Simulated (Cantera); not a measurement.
Charge: 1 mol FeS, 0.12 mol H2S, 46 mol N2, equilibrated at 750 Torr.

Cantera equilibrium calculation (NASA polynomials, part measured and part estimated; ideal gas, pure solids and liquids). Candidate condensed phases: Fe, FeS, FeS2, S; 16 gas species. FeS: taken at fixed stoichiometry. Gases not in the tables: S3 to S7. Equilibrium is a limit: real reactors are often held back by kinetics, nucleation or transport.

Question: Which condensed phases are stable at each of these points (T (°C)): 975, 1000, 1025, 1050, 1075, 1100, 1125, 1150, 1175, 1200, 1225, 1250, 1275?

Answer: 
| T (°C) | condensed phases | Fe condensed (%) |
|---|---|---|
| 975 | FeS(s) | 100.0 |
| 1000 | FeS(s) | 100.0 |
| 1025 | FeS(s) | 100.0 |
| 1050 | FeS(s) | 100.0 |
| 1075 | FeS(s) | 100.0 |
| 1100 | FeS(s) | 100.0 |
| 1125 | FeS(s) | 100.0 |
| 1150 | FeS(s) | 100.0 |
| 1175 | FeS(s) | 100.0 |
| 1200 | FeS(l) | 100.0 |
| 1225 | FeS(l) | 100.0 |
| 1250 | FeS(l) | 100.0 |
| 1275 | FeS(l) | 100.0 |

From 975 °C to 1175 °C the condensed part is FeS(s). From 1200 °C to 1275 °C the condensed part is FeS(l).
